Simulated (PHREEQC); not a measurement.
A PHREEQC speciation (ion-association model, phreeqc.dat) at 20 °C gives pH 2.53 and these molalities:

```
species  mol/kgw
-------  -------
SO4-2     0.0172
Cu+2      0.0167
CuSO4     0.0103
H+       0.00349
HSO4-    0.00231
```

Question: What are the element totals, and what could have been dissolved in 1 kg of water to give them?

Answer: Several could match; the one computed here: totals Cu(2) 0.0270, S(6) 0.0299 mol/kgw, from 0.0029 mol H2SO4 and 0.027 mol CuSO4 per kg of water.

No solid was allowed to form. Species that the database lacks are ignored.
